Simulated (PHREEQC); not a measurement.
A solution holds 0.24 mol TMAH, 0.00012 mol H3BO3 and 0.092 mol Na2CO3 per kg of water, at 37 °C. Closed to the air; pH follows from the charge balance.

Model: ion-association model, phreeqc.dat, run in PHREEQC.

```json
{
  "pH": "12.81",
  "ionic_strength": "0.421 mol/kgw",
  "activity_of_water": "0.988",
  "total_alkalinity": "424 meq/kg"
}
```

| species | molality | activity | log γ |
|---|---|---|---|
| (CH3)4N+ | 0.240 | 0.158 | -0.182 |
| OH- | 0.240 | 0.154 | -0.193 |
| Na+ | 0.137 | 0.0977 | -0.146 |
| NaCO3- | 0.0473 | 0.0343 | -0.139 |
| CO3-2 | 0.0447 | 0.0105 | -0.627 |
| H2BO3- | 0.000120 | 8.71e-5 | -0.139 |
| HCO3- | 4.04e-5 | 2.82e-5 | -0.157 |
| NaHCO3 | 1.32e-6 | 1.45e-6 | 0.042 |
| H3BO3 | 1.71e-8 | 1.89e-8 | 0.042 |

Precipitation was switched off in this run. Complexes and solids missing from the database can't appear. (CH3)4N+ isn't in the database: it is added as a free cation with an ion size of 4 Å. Constants without temperature data keep their 25 °C values here.
